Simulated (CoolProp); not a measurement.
The numbers come from the reference Helmholtz-energy equation of state, Thol 2017 in CoolProp.

Task: For octamethyltrisiloxane (MDM), give the phase and the Z, cp (kJ/(kg K)), isothermal compressibility (1/MPa), expansivity (1/kK) at 143.35 °C and 8.39 MPa; 143.35 °C and 13.2 MPa; 143.35 °C and 14.4 MPa.

Result: 
- 143.35 °C and 8.39 MPa: liquid; Z 0.802, cp 2.05, isothermal compressibility 0.00387, expansivity 1.37
- 143.35 °C and 13.2 MPa: liquid; Z 1.24, cp 2.04, isothermal compressibility 0.00323, expansivity 1.24
- 143.35 °C and 14.4 MPa: liquid; Z 1.35, cp 2.04, isothermal compressibility 0.00311, expansivity 1.21
